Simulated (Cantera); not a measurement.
A Cantera script and its output.

```python
import numpy as np
import cantera as ct

gas = ct.Solution("h2o2.yaml")


def delay(T, t_max=10):
    gas.TPX = T, 3400000, {'H2': 1, 'O2': 0.658, 'N2': 1.78}
    reactor = ct.IdealGasConstPressureReactor(gas, clone=False)
    net = ct.ReactorNet([reactor])
    net.rtol, net.atol = 1e-8, 1e-16
    while net.time < t_max:
        t_old, T_old = net.time, reactor.T
        net.step()
        if reactor.T > T + 400:  # ignition: a rise of 400 K
            return t_old + (T + 400 - T_old) / (reactor.T - T_old) * (net.time - t_old)
    return np.nan


taus = []
for T in [925, 975, 1025, 1075, 1125, 1175, 1225, 1275]:
    taus.append(delay(T))
    print(f"T0 = {T:6g} K   tau = {taus[-1]:.4e} s")

# d ln(tau) / d ln(k), from doubling and halving each rate constant
T, sens = 1225, []
for i in range(gas.n_reactions):
    gas.set_multiplier(2.0, i)
    up = delay(T)
    gas.set_multiplier(0.5, i)
    down = delay(T)
    gas.set_multiplier(1.0, i)
    sens.append((np.log(up / down) / np.log(4.0), gas.reaction(i).equation))
sens.sort(key=lambda x: -abs(x[0]))
print(f"sensitivities at {T} K")
for s, eq in sens[:10]:
    print(f"{s:8.3f}  {eq}")
```

It prints:

```
T0 =    925 K   tau = 2.7159e-02 s
T0 =    975 K   tau = 8.0336e-03 s
T0 =   1025 K   tau = 2.6832e-03 s
T0 =   1075 K   tau = 9.8647e-04 s
T0 =   1125 K   tau = 3.9051e-04 s
T0 =   1175 K   tau = 1.6320e-04 s
T0 =   1225 K   tau = 7.0616e-05 s
T0 =   1275 K   tau = 3.0931e-05 s
sensitivities at 1225 K
  -0.718  H + O2 <=> O + OH
  -0.471  H + H2O2 <=> H2 + HO2
  -0.443  2 OH (+M) <=> H2O2 (+M)
   0.261  H + O2 + N2 <=> HO2 + N2
   0.235  H + O2 + M <=> HO2 + M
   0.080  H + O2 + O2 <=> HO2 + O2
  -0.072  H + HO2 <=> 2 OH
   0.059  2 HO2 <=> H2O2 + O2
  -0.048  H2 + OH <=> H + H2O
  -0.048  H + HO2 <=> H2 + O2
```

Cantera simulation using the H2/O2 subset of GRI-Mech 3.0, which has no nitrogen chemistry; the numbers are that mechanism's predictions, not measurements. The hydrogen kinetics of GRI-Mech 3.0 are dated; newer H2 mechanisms differ, most at raised pressure. The pressure lies above the range GRI-Mech 3.0 was tuned for (to about 10 atm). Below about 950 K walls govern HO2 and H2O2 in real vessels.
